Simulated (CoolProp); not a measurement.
Vapour-liquid equilibrium of R113 (1) + n-heptane (2) at 251.9 K; x and y are mole fractions of (1).

The numbers come from the multi-fluid Helmholtz-energy mixture model, Marx 1992 and Span 2003; pair parameters Bell 2016 in CoolProp.

```json
[
 {"x": "0.05", "bubble pressure, mixture model (bar)": "0.006986", "bubble pressure, Raoult's law (bar)": "0.005829", "y, mixture model": "…", "y, Raoult's law": "0.415"},
 {"x": "0.2", "bubble pressure, mixture model (bar)": "…", "bubble pressure, Raoult's law (bar)": "0.01254", "y, mixture model": "…", "y, Raoult's law": "0.771"},
 {"x": "0.35", "bubble pressure, mixture model (bar)": "…", "bubble pressure, Raoult's law (bar)": "0.01925", "y, mixture model": "0.898", "y, Raoult's law": "0.879"},
 {"x": "0.5", "bubble pressure, mixture model (bar)": "0.03024", "bubble pressure, Raoult's law (bar)": "0.02596", "y, mixture model": "…", "y, Raoult's law": "0.931"},
 {"x": "0.65", "bubble pressure, mixture model (bar)": "…", "bubble pressure, Raoult's law (bar)": "0.03267", "y, mixture model": "…", "y, Raoult's law": "0.962"},
 {"x": "0.8", "bubble pressure, mixture model (bar)": "…", "bubble pressure, Raoult's law (bar)": "0.03938", "y, mixture model": "0.975", "y, Raoult's law": "0.982"},
 {"x": "0.95", "bubble pressure, mixture model (bar)": "0.04630", "bubble pressure, Raoult's law (bar)": "0.04609", "y, mixture model": "0.993", "y, Raoult's law": "0.996"}
]
```

Problem. Some entries are withheld; supply them.

Solution. 
- 0.05, y, mixture model: 0.511
- 0.2, bubble pressure, mixture model (bar): 0.01624
- 0.2, y, mixture model: 0.821
- 0.35, bubble pressure, mixture model (bar): 0.02393
- 0.5, y, mixture model: 0.934
- 0.65, bubble pressure, mixture model (bar): 0.03566
- 0.65, y, mixture model: 0.956
- 0.8, bubble pressure, mixture model (bar): 0.04081

The largest gap from Raoult's law is +29.5 % in bubble pressure, at x = 0.2. No azeotrope shows between x = 0.05 and 0.95.

The pair parameters rest on a limited set of measurements; away from them the model extrapolates.
